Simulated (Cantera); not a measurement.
Feed: 1 mol Al, 2.2 mol Cl2, 2.6 mol N2, at 927 °C and 2.30 Pa.

Cantera equilibrium calculation (NASA polynomials, part measured and part estimated; ideal gas, pure solids and liquids). Candidate condensed phases: Al, AlCl3, AlN; 11 gas species. The numbers say what is thermodynamically allowed, not how fast it happens.

Base state: N2 0.543, AlCl3 0.209, Cl 0.205, Cl2 0.0434 (mole fractions); condensed: gas only.

### Question
What changes in the equilibrium state with this change: temperature from 927 °C to 802 °C?

### Answer
| species | before | after |
|---|---|---|
| N2 | 0.543 | 0.581 |
| AlCl3 | 0.209 | 0.223 |
| Cl2 | 0.0434 | 0.117 |
| Cl | 0.205 | 0.0787 |

### Question
What changes in the equilibrium state with this change: 1.1 mol NH3 added?

### Answer
```json
[
 {"species": "N2", "before": "0.543", "after": "0.484"},
 {"species": "HCl", "before": "0", "after": "0.219"},
 {"species": "AlCl3", "before": "0.209", "after": "0.151"},
 {"species": "Cl", "before": "0.205", "after": "2.06e-5"},
 {"species": "H2", "before": "0", "after": "0.144"},
 {"species": "Cl2", "before": "0.0434", "after": "<1e-9"},
 {"species": "AlCl", "before": "<1e-9", "after": "0.000836"},
 {"species": "H", "before": "0", "after": "1.56e-5"},
 {"species": "AlCl2", "before": "2.74e-7", "after": "0.00198"}
]
```
The tables' values for AlCl2 are old estimates; treat these amounts as uncertain. Further candidate phases: NH4Cl.
